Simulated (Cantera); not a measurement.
Input: 1 mol Al₂O₃, 1.2 mol HCl, 0.74 mol O₂, at 1.60 bar.

Method: chemical equilibrium by Gibbs-energy minimisation in Cantera with the NASA 1993 tables (ideal gas, pure condensed phases). Candidate condensed phases: Al, AlCl₃, Al₂O₃, H₂O; 29 gas species. Gases not in the tables: Al(OH)₃. Kinetics and transport are ignored. All values below are at 1175 °C.

Base state: HCl 0.477, O₂ 0.354, H₂O 0.0820, Cl₂ 0.0774, Cl 0.00895, ClO 0.000177, HOCl 0.000108, OH 4.49e-5 (mole fractions); condensed: Al₂O₃(s).

Q: What changes in the equilibrium state with this change: pressure from 1.60 bar to 0.150 bar?

A: 
```tsv
species	before	after
HCl	0.477	0.520
O₂	0.354	0.360
H₂O	0.0820	0.0541
Cl₂	0.0774	0.0431
Cl	0.00895	0.0218
HOCl	0.000108	3.65e-5
OH	4.49e-5	6.62e-5
ClO	0.000177	0.000133
Al₂O₃(s), mol	1.000	1.000
```
